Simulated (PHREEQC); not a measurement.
A made-up water analysis in mmol/kgw, 94 °C, pH 4.12, pe 8.1:

| constituent | mmol/kgw |
|---|---|
| Na | 5.79 |
| K | 0.588 |
| Ca | 19.9 |
| Mg | 0.57 |
| Cl | 7.4 |
| S(6) | 19.9 |
| N(5) | 0.0397 |
| Pb | 0.209 |
| Si | 0.138 |
| F | 0.154 |

Cl is adjusted to close the charge balance.
Valence states are taken as typed.

Equilibrium calculation in PHREEQC: ion-association model, wateq4f.dat.

**Question.** The ionic strength comes out as 0.0554 mol/kgw. What activity coefficients do Mg+2, K+, HSO4-, Na+, H+ get?

**Answer.** Mg+2 0.42, K+ 0.78, HSO4- 0.79, Na+ 0.79, H+ 0.83.

No solid was allowed to form. The solution is supersaturated, for example in Anglesite, Gypsum, so a real one may precipitate; this is no full list. Constants without temperature data keep their 25 °C values here. SiF6-2 is the database's only silicon fluoride.
